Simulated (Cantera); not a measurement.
Input (Python, Cantera) and output of one run.

```python
import numpy as np
import cantera as ct

gas_names = """
    C CO CO2 C2 C2O C3 C3O2 C4 C5 Mg MgO Mg2 O O2 O3
""".split()
cond_names = """
    C(gr) Mg(cr) Mg(L) MgCO3(s) MgO(s) MgO(L)
""".split()


# ... load() reads the species with a 1 bar reference pressure and builds the phases ...
atoms = {
    'MgCO3': {'Mg': 1, 'C': 1, 'O': 3},
    'C': {'C': 1},
    'CO2': {'C': 1, 'O': 2},
}
top_T = {'C(gr)': 4500}  # K; cautious upper limits of use, not melting points


# ... equilibrate(T, P, feed) seeds the gas with the atoms and calls Mixture.equilibrate('TP', solver="vcs", rtol=1e-11, max_steps=5000) ...
results = []
feed = {'MgCO3': 1, 'C': 0.95, 'CO2': 0.12}  # mol
P = 550000  # Pa
for T in [1123, 1198, 1273, 1348, 1423, 1498, 1573, 1648, 1723, 1798]:
    mix = equilibrate(T, P, feed)
    results.append((T, P, feed, dict(zip(mix.species_names, mix.species_moles))))

top = {s: max(r[3][s] / sum(r[3][g] for g in gas_names) for r in results) for s in gas_names}
cols = sorted((s for s in top if top[s] > 1e-05), key=lambda s: -top[s])[:5]
seen = [c for c in cond_names if any(r[3].get(c, 0) > 1e-12 for r in results)]
print("log10 of partial pressures in bar; condensed amounts in mol")
print(f"{'T/K':>10s}" + "".join(f"{s[:9]:>10s}" for s in cols + seen))
for T, P, feed, n in results:
    ng = sum(n[g] for g in gas_names)
    print(f"{T:10.4g}" + "".join(f"{np.log10(max(n[s] / ng * P / 1e5, 1e-99)):10.3f}" for s in cols)
          + "".join(f"{n.get(c, 0):10.4g}" for c in seen))
```

Output:

```
log10 of partial pressures in bar; condensed amounts in mol
       T/K        CO       CO2     C(gr)    MgO(s)
      1123     0.639     0.059     0.216         1
      1198     0.700    -0.311   0.01265         1
      1273     0.703    -0.345         0         1
      1348     0.703    -0.345         0         1
      1423     0.703    -0.345         0         1
      1498     0.703    -0.345         0         1
      1573     0.703    -0.345         0         1
      1648     0.703    -0.345         0         1
      1723     0.703    -0.345         0         1
      1798     0.703    -0.345         0         1
```

These are equilibrium values from Cantera (NASA tables, ideal gas, pure condensed phases), not measurements of a reactor.
